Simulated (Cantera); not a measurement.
Charge: 1 mol TiO₂, 1.2 mol CO, at 1.00 bar.

Equilibrium computed with Cantera from the NASA thermochemical tables; the gas is ideal and each condensed phase is pure. Candidate condensed phases: C, Ti, TiC, TiO, TiO₂, Ti₂O₃, Ti₃O₅, Ti₄O₇; 15 gas species. Mutual solubility and eutectic melting of coexisting phases are not modelled. Condensed phases not in the tables: Magnéli phases beyond Ti₄O₇. Kinetics and transport are ignored.

x: gas mole fraction; n: condensed amount in mol.

| T (K) | x CO | x CO₂ | x O | x TiO₂ | x O₂ | n C(graphite) | n TiO₂(rutile) | n Ti₄O₇(s) | n Ti₄O₇(l) |
|---|---|---|---|---|---|---|---|---|---|
| 800 | 0.0957 | 0.904 | <1e-12 | <1e-12 | <1e-12 | 0.570 | 1.00 | 0 | 0 |
| 1000 | (withheld) | (withheld) | <1e-12 | <1e-12 | <1e-12 | (withheld) | 1.00 | 0 | 0 |
| 1200 | 0.982 | 0.0182 | <1e-12 | <1e-12 | <1e-12 | 0.0215 | 1.00 | 0 | 0 |
| 1400 | 0.997 | 0.00336 | <1e-12 | <1e-12 | <1e-12 | 0 | 0.984 | 0.00404 | 0 |
| 1600 | 0.989 | 0.0105 | 3.08e-12 | 2.20e-11 | <1e-12 | 0 | 0.949 | 0.0127 | 0 |
| 1800 | 0.974 | 0.0264 | 6.78e-10 | 3.69e-9 | 3.10e-11 | 0 | 0.873 | 0.0316 | 0 |
| 2000 | 0.923 | (withheld) | (withheld) | (withheld) | (withheld) | 0 | (withheld) | 0 | (withheld) |
| 2200 | 0.792 | 0.208 | 4.29e-6 | 4.83e-6 | 2.51e-6 | 0 | 0 | 0 | 0.250 |
| 2400 | 0.792 | 0.208 | 4.84e-5 | 4.89e-5 | 3.11e-5 | 0 | 0 | 0 | 0.250 |
| 2600 | 0.792 | 0.207 | 0.000373 | 0.000335 | 0.000257 | 0 | 0 | 0 | 0.250 |

Task: Fill in the missing entries.

Result: 
- 1000, x CO: 0.712
- 1000, x CO₂: 0.288
- 1000, n C(graphite): 0.268
- 2000, x CO₂: 0.0773
- 2000, x O: 7.41e-8
- 2000, x TiO₂: 2.16e-7
- 2000, x O₂: 1.23e-8
- 2000, n TiO₂(rutile): 0.629
- 2000, n Ti₄O₇(l): 0.0928
